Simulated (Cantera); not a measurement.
Charge: 1 mol CH3Cl, 0.15 mol HCl, equilibrated at 3175 K and 7.90 Pa.

Method: chemical equilibrium by Gibbs-energy minimisation in Cantera with the NASA 1993 tables (ideal gas, pure condensed phases). Candidate condensed phases: C, C6H6, C7H8, C8H18; 91 gas species. Rates play no part.

Base state: H 0.602, Cl 0.220, C 0.167, C2 0.00701, C3 0.00359, H2 0.000416, HCl 0.000225, C2H 3.82e-5 (mole fractions); condensed: gas only.

Q: What changes in the equilibrium state with this change: temperature from 3175 K to 2973.15 K?

A: 
```csv
species,before,after
H,0.602,0.629
Cl,0.220,0.230
C,0.167,0.101
C3,0.00359,0.0249
C2,0.00701,0.0124
C5,3.15e-7,1.74e-5
C4,1.05e-6,1.58e-5
```
